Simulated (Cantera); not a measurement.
Input: 1 mol Ta, 0.01 mol H2O, at 0.133 bar.

Method: chemical equilibrium by Gibbs-energy minimisation in Cantera with the NASA 1993 tables (ideal gas, pure condensed phases). Candidate condensed phases: H2O, Ta, Ta2O5; 12 gas species. Mutual solubility and eutectic melting of coexisting phases are not modelled. Condensed phases not in the tables: N, O or C dissolved in the metal. Equilibrium is a limit: real reactors are often held back by kinetics, nucleation or transport. All values below are at 1725 °C.

Base state: H2 0.994, H 0.00438, H2O 0.00180 (mole fractions); condensed: Ta(s) + Ta2O5(s).

What changes in the equilibrium state with this change: Ta replaced by V?


```csv
species,before,after
H2,0.994,0.995
H,0.00438,0.00438
H2O,0.00180,0.000332
V,0,1.68e-5
VO,0,1.41e-5
"Ta(s), mol",0.996,0
"Ta2O5(s), mol",0.00200,0
"V(s), mol",0,0.990
"VO(s), mol",0,0.01000
```
VO: taken at fixed stoichiometry. Further candidate phases: V, VO, V2O3, V2O4, V2O5.
